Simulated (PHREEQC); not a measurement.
## Nickel, zinc or cadmium bath: speciation

Make-up at 25 °C: 0.11 mol NiCl2 and 0.00032 mol HCl per kg of water. Closed to the air; pH follows from the charge balance.

Computed with PHREEQC (ion-association model, wateq4f.dat).

This is a speciation only: nothing precipitates in the calculation.

Q: Predict the pH.

A: pH 3.60.

Q: In which forms is Cl present?

A: Cl- 90 %, NiCl+ 5.7 %, NiCl2 3.9 % of the Cl.
